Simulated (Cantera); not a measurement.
Ammonia decomposition in nitride growth gas

An isothermal, constant-pressure homogeneous reactor starts with NH3 : N2 = 1 : 0.67 (molar parts), at 1850 K and 1.18 atm.

Cantera simulation using the gas-phase N/H chemistry of the illustrative SiF4/NH3 mechanism in the Surface Chemkin manual (1991); the numbers are that mechanism's predictions, not measurements. Walls and surfaces, which speed up NH3 decomposition in real reactors, are not modelled.

```csv
t (s),x NH3,x N2,x N2H4,x H2,x NH,x N,x H
8.00e-6,0.599,0.401,8.42e-10,1.03e-5,3.78e-9,<1e-12,1.08e-7
2.13e-5,0.599,0.401,6.16e-9,2.76e-5,3.95e-8,1.88e-11,1.10e-7
5.66e-5,0.599,0.401,4.26e-8,7.70e-5,3.04e-7,2.56e-10,1.25e-7
0.000150,0.598,0.401,2.26e-7,0.000265,1.25e-6,1.15e-9,2.30e-7
0.000400,0.597,0.401,4.58e-7,0.00114,2.14e-6,3.59e-9,5.83e-7
0.00106,0.594,0.401,4.64e-7,0.00383,2.32e-6,8.74e-9,1.37e-6
0.00283,0.587,0.402,4.36e-7,0.0109,2.57e-6,2.19e-8,3.36e-6
0.00752,0.567,0.403,3.86e-7,0.0291,2.97e-6,5.14e-8,8.29e-6
0.0200,0.521,0.406,3.14e-7,0.0731,3.36e-6,9.64e-8,2.01e-5
0.0532,0.421,0.412,2.20e-7,0.167,3.44e-6,1.36e-7,4.72e-5
0.141,0.260,0.422,1.09e-7,0.317,3.01e-6,1.54e-7,0.000102
0.376,0.102,0.432,2.74e-8,0.466,2.01e-6,1.40e-7,0.000192
1.00,0.0238,0.437,2.68e-9,0.539,8.53e-7,8.08e-8,0.000296
```
x: mole fraction; the columns are a selection and need not sum to one.

Equilibrium at this temperature and pressure: NH3 8.75e-6, N2 0.438, N2H4 <1e-12, H2 0.561, NH 4.55e-10, N 5.23e-11, H 0.000371 (gas phase only).
